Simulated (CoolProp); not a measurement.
C3F8 (R218) at 426.91 K and 0.215 MPa flows at 0.42 m/s in a round tube of 100 mm bore and 15 µm roughness, fully developed (64/Re and Nu = 3.66 if laminar; Colebrook and Gnielinski if turbulent). Each further row changes one setting.

Values from CoolProp's reference Helmholtz-energy equation of state, Lemmon 2006. It is a short technical equation, of lower accuracy than the large ones.

```csv
case,Reynolds number,Darcy friction factor,pressure drop (Pa/m),heat-transfer coefficient (W/(m² K)),mass flow (kg/h)
as stated,27400,0.0244,0.248,?,137
velocity 0.84 m/s,54900,?,0.855,?,274
diameter 200 mm,54900,0.0207,0.106,13.6,548
```

Problem. What belongs in the gaps?

Solution. 
- as stated, heat-transfer coefficient (W/(m² K)): 15.9
- velocity 0.84 m/s, Darcy friction factor: 0.0210
- velocity 0.84 m/s, heat-transfer coefficient (W/(m² K)): 27.6

Viscosity comes from a separate model (Huber 2003), an estimate that may be off by 10 % or more. Thermal conductivity comes from a separate model (Huber 2003), an estimate that may be off by 10 % or more.
